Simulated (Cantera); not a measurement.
Premixed flame

A freely propagating, adiabatic, planar premixed flame of H2 : O2 : N2 = 1 : 0.758 : 2.35 (molar parts), equivalence ratio 0.66, unburnt at 525 K and 10.0 bar; mixture-averaged transport, grid criteria slope 0.08 and curve 0.16, no radiation.

Computed with Cantera and the H2/O2 subset of GRI-Mech 3.0, which has no nitrogen chemistry. The hydrogen kinetics of GRI-Mech 3.0 are dated; newer H2 mechanisms differ, most at raised pressure. Burning velocities carry a grid error of a few per cent, more on coarse grids. Lean hydrogen flames are cellular in practice and burn faster than this planar one.

```
z (mm)    T (K)  u (m/s)      x H2    x O2     x HO2    x H2O2      x OH       x O
--------  -----  -------  --------  ------  --------  --------  --------  --------
-0.0803     525     2.27     0.242   0.185   7.41e-8   2.11e-8     <1e-8     <1e-8
-0.0536     526     2.26     0.238   0.186   7.55e-7   2.17e-7     <1e-8     <1e-8
-0.0402     529     2.26     0.232   0.187   3.46e-6   1.00e-6     <1e-8   1.36e-8
-0.0268     551     2.30     0.214   0.191   4.27e-5   1.21e-5   1.64e-8   1.97e-7
-0.0134     740     2.94     0.158   0.192  0.000821  0.000167   3.05e-5   1.52e-5
-0.00669   1087     4.21     0.111   0.174   0.00127  0.000260  0.000664  0.000317
0          1498     5.74    0.0633   0.138  0.000735   4.03e-5   0.00301   0.00200
0.00669    1783     6.82    0.0306   0.106  0.000365   6.44e-6   0.00724   0.00404
0.0134     1946     7.43    0.0157  0.0887  0.000196   4.36e-6    0.0105   0.00467
0.0268     2099     7.99   0.00676  0.0789   8.18e-5   2.77e-6    0.0116   0.00354
0.0536     2197     8.34   0.00274  0.0766   3.06e-5   1.66e-6   0.00892   0.00161
0.107      2240     8.48   0.00101  0.0766   1.36e-5   1.08e-6   0.00590  0.000628
0.214      2252     8.52  0.000542  0.0768   1.00e-5   9.28e-7   0.00460  0.000367
```
x: mole fraction of selected species; z is measured from the peak of heat release.

```json
{
  "laminar_burning_velocity": "227 cm/s",
  "thermal_thickness": "0.0268 mm",
  "peak x(HO2)": "0.00132",
  "peak x(H2O2)": "0.000270",
  "peak x(OH)": "0.0118",
  "peak x(O)": "0.00467"
}
```
